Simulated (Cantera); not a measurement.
Charge: 1 mol NiS, 4.4 mol H2, 0.45 mol N2, at 1650 Torr.

Cantera equilibrium calculation (NASA polynomials, part measured and part estimated; ideal gas, pure solids and liquids). Candidate condensed phases: Ni, NiS, NiS2, Ni3S2, Ni3S4, S; 17 gas species. Gases not in the tables: S3 to S7. Rates play no part.

**Question.** Which condensed phases are stable at each of these points (T (K)): 748, 823, 898, 973, 1048, 1123, 1198, 1273, 1348, 1423, 1498, 1573, 1648?

**Answer.** 
```tsv
T (K)	condensed phases	Ni condensed (%)
748	Ni3S2(s)	100.0
823	Ni3S2(s)	100.0
898	Ni3S2(s)	100.0
973	Ni3S2(s)	100.0
1048	Ni3S2(s)	100.0
1123	Ni3S2(l)	100.0
1198	Ni3S2(l)	100.0
1273	Ni3S2(l)	100.0
1348	Ni3S2(l)	100.0
1423	Ni3S2(l)	100.0
1498	Ni3S2(l)	100.0
1573	Ni3S2(l)	100.0
1648	Ni3S2(l)	100.0
```

From 748 K to 1048 K the condensed part is Ni3S2(s). From 1123 K to 1648 K the condensed part is Ni3S2(l).
